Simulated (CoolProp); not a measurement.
Vapour-liquid equilibrium of isohexane (1) + n-hexane (2) at -16.45 °C; x and y are mole fractions of (1).

Values from CoolProp's multi-fluid Helmholtz-energy mixture model, Lemmon 2006 and Thol 2019; pair parameters Bell 2016.

```csv
x,"bubble pressure, mixture model (MPa)","bubble pressure, Raoult's law (MPa)","y, mixture model","y, Raoult's law"
0.05,0.002411,0.002404,0.078,0.076
0.2,0.002624,0.002599,0.286,0.280
0.35,0.002830,0.002793,0.460,0.456
0.5,0.003028,0.002988,0.610,0.608
0.65,0.003219,0.003182,0.740,0.743
0.8,0.003402,0.003377,0.857,0.861
0.95,0.003579,0.003571,0.965,0.967
```

The largest gap from Raoult's law is +1.3 % in bubble pressure, at x = 0.5. No azeotrope shows between x = 0.05 and 0.95.

Pair parameters are fitted to limited data, so mixtures are less certain than the pure fluids.
